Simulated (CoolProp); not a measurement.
Vapour-liquid equilibrium of benzene (1) + ethylbenzene (2) at 0.531 MPa; x and y are mole fractions of (1).

The numbers come from the multi-fluid Helmholtz-energy mixture model, Thol 2012 and Zhou 2012; pair parameters Bell 2016 in CoolProp.

```json
[
 {"x": "0.05", "bubble temperature, mixture model (K)": "(withheld)", "bubble temperature, Raoult's law (K)": "478.3", "y, mixture model": "0.114", "y, Raoult's law": "0.147"},
 {"x": "0.125", "bubble temperature, mixture model (K)": "473.4", "bubble temperature, Raoult's law (K)": "470.5", "y, mixture model": "0.265", "y, Raoult's law": "0.324"},
 {"x": "0.2", "bubble temperature, mixture model (K)": "467.2", "bubble temperature, Raoult's law (K)": "463.5", "y, mixture model": "0.396", "y, Raoult's law": "0.462"},
 {"x": "0.275", "bubble temperature, mixture model (K)": "461.4", "bubble temperature, Raoult's law (K)": "457.2", "y, mixture model": "0.508", "y, Raoult's law": "0.571"},
 {"x": "0.35", "bubble temperature, mixture model (K)": "455.8", "bubble temperature, Raoult's law (K)": "451.6", "y, mixture model": "0.604", "y, Raoult's law": "0.659"},
 {"x": "0.425", "bubble temperature, mixture model (K)": "450.5", "bubble temperature, Raoult's law (K)": "446.5", "y, mixture model": "0.685", "y, Raoult's law": "0.730"},
 {"x": "0.5", "bubble temperature, mixture model (K)": "445.4", "bubble temperature, Raoult's law (K)": "441.8", "y, mixture model": "0.754", "y, Raoult's law": "0.788"},
 {"x": "0.575", "bubble temperature, mixture model (K)": "(withheld)", "bubble temperature, Raoult's law (K)": "437.5", "y, mixture model": "0.812", "y, Raoult's law": "0.837"},
 {"x": "0.65", "bubble temperature, mixture model (K)": "436.1", "bubble temperature, Raoult's law (K)": "433.6", "y, mixture model": "0.861", "y, Raoult's law": "0.877"},
 {"x": "0.725", "bubble temperature, mixture model (K)": "431.9", "bubble temperature, Raoult's law (K)": "430.0", "y, mixture model": "0.902", "y, Raoult's law": "0.911"},
 {"x": "0.8", "bubble temperature, mixture model (K)": "427.9", "bubble temperature, Raoult's law (K)": "426.6", "y, mixture model": "0.936", "y, Raoult's law": "0.941"},
 {"x": "0.875", "bubble temperature, mixture model (K)": "(withheld)", "bubble temperature, Raoult's law (K)": "423.5", "y, mixture model": "0.964", "y, Raoult's law": "0.966"},
 {"x": "0.95", "bubble temperature, mixture model (K)": "420.8", "bubble temperature, Raoult's law (K)": "420.5", "y, mixture model": "0.987", "y, Raoult's law": "0.987"}
]
```

Question: Fill in the missing entries.

Answer: 
- 0.05, bubble temperature, mixture model (K): 479.8
- 0.575, bubble temperature, mixture model (K): 440.6
- 0.875, bubble temperature, mixture model (K): 424.2

The largest gap from Raoult's law is +4.2 K in bubble temperature, at x = 0.35. No azeotrope shows between x = 0.05 and 0.95.

Pair parameters are fitted to limited data, so mixtures are less certain than the pure fluids.
